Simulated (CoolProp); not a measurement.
Oxygen along the isobar 5.65 MPa: Z from the reference equation and from simpler models built on Tc = 154.6 K, pc = 5.046 MPa, ω = 0.022; each cubic takes its own stable root.

Model: reference Helmholtz-energy equation of state, Schmidt 1985, in CoolProp.

```
T (K)          phase  reference
-----  -------------  ---------
100.5         liquid     0.1962
107.8         liquid     0.1893
115.1         liquid     0.1842
122.3         liquid     0.1809
129.6         liquid     0.1795
136.9         liquid     0.1805
144.1         liquid     0.1856
151.4         liquid     0.2007
158.7  supercritical     0.4054
165.9  supercritical     0.5915
173.2  supercritical     0.6745
180.5  supercritical     0.7301
187.7  supercritical     0.7711
```

Problem. How far does each simpler model (Soave-Redlich-Kwong, Peng-Robinson) lie from the reference over these 13 states: mean and median of the absolute difference, and the worst?

Solution. 
- Soave-Redlich-Kwong: mean 3.1 %, median 1.4 %, worst +13.2 % at 151.4 K and 5.65 MPa
- Peng-Robinson: mean 6.2 %, median 4.6 %, worst -11.2 % at 100.5 K and 5.65 MPa
